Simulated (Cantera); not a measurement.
An isothermal, constant-pressure homogeneous reactor starts with H2 : O2 : N2 = 0.37 : 1 : 3.3 (molar parts), equivalence ratio 0.18, at 975 K and 100000 Pa.

Model: the H2/O2 subset of GRI-Mech 3.0, which has no nitrogen chemistry, integrated in Cantera. The temperature is held fixed by assumption; the heat of reaction is taken as removed at once.

One state of this run: x H2 = 0.0338; x O2 = 0.195; x O = 6.43e-7; x H2O2 = 0.000136; x H2O = 0.0471; x H = 6.17e-7; x HO2 = 6.41e-5. x: mole fraction; the columns are a selection and need not sum to one.

### Question
Which value of t (s) does it belong to?
A) 13.5
B) 0.00787
C) 0.0349
D) 0.00177

### Answer
D, 0.00177
